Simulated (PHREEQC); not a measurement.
**Nickel, zinc or cadmium bath (model solution)**

Solution (65 °C): 0.1 mol ZnCl2, 0.018 mol NaOH and 0.081 mol HCl per kg of water. Closed to the air; pH follows from the charge balance.

Computed with PHREEQC (ion-association model, wateq4f.dat).

Precipitation was switched off in this run.

Task: What pH, activity of water, ionic strength does the model give?

Result: pH 1.31; activity of water 0.993; ionic strength 0.280 mol/kgw.

Task: In which forms is Cl present?

Result: Cl- 80 %, ZnCl+ 14 %, ZnCl2 3.3 %, ZnCl3- 1.6 %, ZnCl4-2 0.6 % of the Cl.

Away from 25 °C the constants follow the database's enthalpies or fits; those with neither stay at their 25 °C values.
